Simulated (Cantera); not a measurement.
Cantera run:

```python
import numpy as np
import cantera as ct

gas_names = """
    N NO NO2 NO3 N2 N2O O O2 O3 Si SiN SiO SiO2 Si2 Si2N Si3
""".split()
cond_names = """
    Si(cr) Si(L) SiO2(Lqz) SiO2(hqz) SiO2(L) Si2N2O(s) Si3N4(a)
""".split()


def load(file, names, dense=False):
    # The tables refer to 1 bar. Condensed volumes are neglected.
    table = {s.name: s for s in ct.Species.list_from_file(file)}
    out = []
    for n in names:
        d = dict(table[n].input_data)
        d["thermo"] = dict(d["thermo"], **{"reference-pressure": 1e5})
        if dense:
            d["equation-of-state"] = {"model": "constant-volume", "density": "1e6 g/cm^3"}
        out.append(ct.Species.from_dict(d))
    return out


gas = ct.Solution(thermo="ideal-gas", species=load("nasa_gas.yaml", gas_names))
cond = {s.name: ct.Solution(thermo="fixed-stoichiometry", species=[s], name=s.name)
        for s in load("nasa_condensed.yaml", cond_names, dense=True)}
atoms = {
    'Si': {'Si': 1},
    'O2': {'O': 2},
    'N2': {'N': 2},
}
top_T = {'Si2N2O(s)': 2100, 'Si3N4(a)': 2400}  # K; cautious upper limits of use, not melting points


def equilibrate(T, P, feed):
    n = {}
    for name, mol in feed.items():
        for a, k in atoms[name].items():
            n[a] = n.get(a, 0.0) + k * mol
    gas.TPX = T, P, n
    mass = sum(n.values()) * gas.mean_molecular_weight
    gas.equilibrate("TP")
    valid = [c for c in cond.values() if c.min_temp <= T <= top_T.get(c.name, c.max_temp)]
    mix = ct.Mixture([(gas, mass / gas.mean_molecular_weight)] + [(c, 0.0) for c in valid])
    mix.T, mix.P = T, P
    mix.equilibrate("TP", solver="vcs", rtol=1e-11, max_steps=5000)
    return mix


results = []
T = 1775  # K
P = 100000  # Pa
for m in [0.14, 0.16, 0.2, 0.24, 0.29, 0.35, 0.42, 0.5, 0.6, 0.73]:
    feed = {'Si': 1, 'O2': m, 'N2': 2}  # mol
    mix = equilibrate(T, P, feed)
    results.append((T, P, feed, dict(zip(mix.species_names, mix.species_moles))))

top = {s: max(r[3][s] / sum(r[3][g] for g in gas_names) for r in results) for s in gas_names}
cols = sorted((s for s in top if top[s] > 0.0001), key=lambda s: -top[s])[:8]
seen = [c for c in cond_names if any(r[3].get(c, 0) > 1e-12 for r in results)]
print("log10 of partial pressures in bar; condensed amounts in mol")
print(f"{'n(O2)':>10s}" + "".join(f"{s[:9]:>10s}" for s in cols + seen))
for T, P, feed, n in results:
    ng = sum(n[g] for g in gas_names)
    print(f"{feed['O2']:10.4g}" + "".join(f"{np.log10(max(n[s] / ng * P / 1e5, 1e-99)):10.3f}" for s in cols)
          + "".join(f"{n.get(c, 0):10.4g}" for c in seen))
```

It prints:

```
log10 of partial pressures in bar; condensed amounts in mol
     n(O2)        N2       SiO   SiO2(L) Si2N2O(s)  Si3N4(a)
      0.14    -0.000    -4.403         0    0.2799    0.1467
      0.16    -0.000    -4.403         0    0.3199      0.12
       0.2    -0.000    -4.403         0    0.3999   0.06669
      0.24    -0.000    -4.403         0    0.4799   0.01335
      0.29    -0.000    -2.965   0.05278    0.4728         0
      0.35    -0.000    -2.965    0.1328    0.4328         0
      0.42    -0.000    -2.965    0.2261    0.3861         0
       0.5    -0.000    -2.965    0.3327    0.3327         0
       0.6    -0.000    -2.965     0.466     0.266         0
      0.73    -0.000    -2.965    0.6393    0.1793         0
```

Cantera equilibrium calculation (NASA polynomials, part measured and part estimated; ideal gas, pure solids and liquids). Mutual solubility and eutectic melting of coexisting phases are not modelled. The tables hold silica as quartz up to 1696 K and as liquid above; real silica turns to tridymite and cristobalite and melts near 1996 K.
